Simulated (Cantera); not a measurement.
A Cantera script and what it prints.

```python
import numpy as np
import cantera as ct

gas_names = """
    N2O F NF3
""".split()
cond_names = """
    BaF2(a) BaF2(b,c) BaF2(L) BaO(s) BaO(L)
""".split()


# ... load() reads the species with a 1 bar reference pressure and builds the phases ...
species = {s.name: s for s in load("nasa_gas.yaml", gas_names) + load("nasa_condensed.yaml", cond_names)}
# Each term lists the table entries of one substance; the one whose range holds T is used.
reactions = {
    'N2O(g) + 4 F(g) + BaF2 = 2 NF3(g) + BaO':
        [(-1, ['N2O']), (-4, ['F']), (-1, ['BaF2(a)', 'BaF2(b,c)', 'BaF2(L)']), (2, ['NF3']), (1, ['BaO(s)', 'BaO(L)'])],
}


def pick(names, T):
    return next(species[n] for n in names if species[n].thermo.min_temp <= T <= species[n].thermo.max_temp)


results = []
for label, terms in reactions.items():
    print(label)
    print("     T/K   dH/kJ  dS/(J/K)   dG/kJ   log10 K")
    for T in [300, 1325, 1525, 1725, 1925, 2125, 2325, 2525, 2725, 2925]:
        used = [(nu, pick(names, T)) for nu, names in terms]
        dH = sum(nu * s.thermo.h(T) for nu, s in used) / 1e6
        dS = sum(nu * s.thermo.s(T) for nu, s in used) / 1e3
        dG = dH - T * dS / 1e3
        logK = -dG * 1e6 / (ct.gas_constant * T * np.log(10))
        results.append((label, T, dH, dS, dG, logK, [s.name for _, s in used]))
        print(f"{T:8g} {dH:8.1f} {dS:8.1f} {dG:8.1f} {logK:8.2f}")
```

It prints:

```
N2O(g) + 4 F(g) + BaF2 = 2 NF3(g) + BaO
     T/K   dH/kJ  dS/(J/K)   dG/kJ   log10 K
     300     -2.2   -357.9    105.1   -18.30
    1325    -29.9   -398.6    498.3   -19.64
    1525    -39.4   -405.3    578.7   -19.82
    1725    -66.2   -421.7    661.2   -20.02
    1925    -68.2   -422.8    745.6   -20.23
    2125    -69.8   -423.6    830.3   -20.41
    2325    -12.4   -398.5    914.0   -20.54
    2525    -13.1   -398.8    993.8   -20.56
    2725    -13.7   -399.0   1073.6   -20.58
    2925    -14.2   -399.2   1153.4   -20.60
```

Standard-state values (1 bar) from the NASA 1993 polynomials, evaluated with Cantera. Condensed species are held in their standard states even where they would react or evaporate.
